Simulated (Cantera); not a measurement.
A freely propagating, adiabatic, planar premixed flame of 23.2 % H2, 16.1 % O2, 60.6 % N2, unburnt at 375 K and 623 Torr; unity-Lewis-number transport, grid criteria slope 0.08 and curve 0.16, no radiation.

Cantera simulation using the H2/O2 subset of GRI-Mech 3.0, which has no nitrogen chemistry; the numbers are that mechanism's predictions, not measurements. Unity Lewis numbers drop preferential diffusion, which matters most where H2 and H carry the flame. Burning velocities carry a grid error of a few per cent, more on coarse grids.

Question: Predict: laminar burning velocity; thermal thickness; peak x(OH); peak x(HO2); peak x(H2O2); peak x(O).

Answer: 
| Quantity | Result |
|---|---|
| laminar burning velocity | 174 cm/s |
| thermal thickness | 0.364 mm |
| peak x(OH) | 0.0127 |
| peak x(HO2) | 0.000276 |
| peak x(H2O2) | 2.26e-5 |
| peak x(O) | 0.0119 |
